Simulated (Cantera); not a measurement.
A jet of CH4 : O2 : N2 = 0.053 : 0.066 : 0.79 (molar parts), equivalence ratio 1.6 at 300 K and 30.8 Torr hits a platinum plate 7.5 cm away at a mass flux of 0.048 kg/m²/s; the plate temperature is set and raised in steps from an oxygen-covered start.

Cantera simulation using Deutschmann's 1995 Pt surface mechanism with GRI-Mech 3.0 gas chemistry; the numbers are that mechanism's predictions, not measurements. Catalytic surfaces can have several steady states; this one follows from the mechanism file's or the stated starting coverage.

One state of this run: wall x CH4 = 0.00504; wall x O2 = 0.00217; wall x H2O = 0.0683; wall x OH = 1.49e-8; wall x CO = 0.0512; wall x CO2 = 0.00511; θ free Pt = 0.981; θ H* = 0.00107; θ CO* = 0.0157; θ C* = 0.00237. x: mole fraction at the wall; θ: surface coverage.

### Question
Which value of plate T (K) does it belong to?
A) 1000
B) 900
C) 950
D) 1150

### Answer
D, 1150
